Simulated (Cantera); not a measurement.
Cantera run:

```python
import numpy as np
import cantera as ct

gas_names = """
    Mg MgN MgO MgS Mg2 N NO NO2 NO3 N2 N2O O O2 O3 S SN SO SO2 SO3 S2 S2O S8
""".split()
cond_names = """
    Mg(cr) Mg(L) MgO(s) MgO(L) MgS(s) MgSO4(s) MgSO4(L) S(cr1) S(cr2) S(L)
""".split()


# ... load() reads the species with a 1 bar reference pressure and builds the phases ...
atoms = {
    'MgO': {'Mg': 1, 'O': 1},
    'SO3': {'S': 1, 'O': 3},
    'N2': {'N': 2},
    'O2': {'O': 2},
}
top_T = {'MgS(s)': 2250}  # K; cautious upper limits of use, not melting points


# ... equilibrate(T, P, feed) seeds the gas with the atoms and calls Mixture.equilibrate('TP', solver="vcs", rtol=1e-11, max_steps=5000) ...
results = []
feed = {'MgO': 1, 'SO3': 3.4, 'N2': 7, 'O2': 0.18}  # mol
P = 8200  # Pa
for T in [1198, 1248, 1298, 1348, 1398, 1448, 1498, 1548, 1598, 1648, 1698, 1748]:
    mix = equilibrate(T, P, feed)
    results.append((T, P, feed, dict(zip(mix.species_names, mix.species_moles))))

top = {s: max(r[3][s] / sum(r[3][g] for g in gas_names) for r in results) for s in gas_names}
cols = sorted((s for s in top if top[s] > 1e-05), key=lambda s: -top[s])[:8]
seen = [c for c in cond_names if any(r[3].get(c, 0) > 1e-12 for r in results)]
print("log10 of partial pressures in bar; condensed amounts in mol")
print(f"{'T/K':>10s}" + "".join(f"{s[:9]:>10s}" for s in cols + seen))
for T, P, feed, n in results:
    ng = sum(n[g] for g in gas_names)
    print(f"{T:10.4g}" + "".join(f"{np.log10(max(n[s] / ng * P / 1e5, 1e-99)):10.3f}" for s in cols)
          + "".join(f"{n.get(c, 0):10.4g}" for c in seen))
```

Result:

```
log10 of partial pressures in bar; condensed amounts in mol
       T/K        N2       SO2        O2       SO3        NO         O        SO    MgO(s)
      1198    -1.329    -1.655    -1.911    -3.193    -4.945    -8.575    -9.806         1
      1248    -1.329    -1.651    -1.908    -3.357    -4.784    -8.131    -9.276         1
      1298    -1.330    -1.649    -1.906    -3.509    -4.635    -7.721    -8.787         1
      1348    -1.330    -1.648    -1.905    -3.651    -4.498    -7.342    -8.335         1
      1398    -1.330    -1.647    -1.904    -3.783    -4.371    -6.990    -7.916         1
      1448    -1.330    -1.646    -1.904    -3.906    -4.253    -6.662    -7.526         1
      1498    -1.330    -1.645    -1.904    -4.020    -4.143    -6.356    -7.162         1
      1548    -1.331    -1.645    -1.904    -4.128    -4.040    -6.069    -6.822         1
      1598    -1.331    -1.645    -1.904    -4.228    -3.944    -5.801    -6.503         1
      1648    -1.331    -1.645    -1.904    -4.322    -3.853    -5.549    -6.203         1
      1698    -1.331    -1.645    -1.905    -4.411    -3.768    -5.311    -5.921         1
      1748    -1.331    -1.645    -1.905    -4.494    -3.688    -5.087    -5.655         1
```

Cantera equilibrium calculation (NASA polynomials, part measured and part estimated; ideal gas, pure solids and liquids).
